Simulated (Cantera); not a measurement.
## B₂H₆ + N₂ (boron, boron nitride and boron oxide)

A closed system holds: 1 mol B₂H₆, 1.1 mol N₂, at 1273.15 K and 0.133 bar.

These are equilibrium values from Cantera (NASA tables, ideal gas, pure condensed phases), not measurements of a reactor. Candidate condensed phases: B, BN; 15 gas species. The feed counts by its element totals alone. N₂ is the only nitrogen source here; it is nearly inert below about 1500 K, so the nitride shown seldom forms there in practice. Equilibrium is a limit: real reactors are often held back by kinetics, nucleation or transport.

```json
{
 "x(H₂)": "0.968",
 "x(N₂)": "0.0323",
 "x(NH₃)": "3.16e-6",
 "x(H)": "1.93e-6",
 "n(BN(s))": "2.00 mol",
 "gas_amount": "3.100 mol",
 "log10 activity of B(s) (absent)": "-4.50"
}
```
